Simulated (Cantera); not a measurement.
Input: 1 mol CaO, 0.67 mol NF3, 76 mol N2, held at 1550 °C and 10.0 mbar.

Cantera equilibrium calculation (NASA polynomials, part measured and part estimated; ideal gas, pure solids and liquids). Candidate condensed phases: Ca, CaF2, CaO; 22 gas species. Rates play no part.

Task: What is the equilibrium state?

Result: 
```json
{
 "x(N2)": "0.980",
 "x(CaF2)": "0.0128",
 "x(O2)": "0.00594",
 "x(NO)": "0.000843",
 "x(F)": "0.000129",
 "x(O)": "0.000116",
 "gas_amount": "77.85 mol",
 "log10 activity of CaF2(l) (absent)": "-0.56",
 "log10 activity of Ca(l) (absent)": "-13.49"
}
```
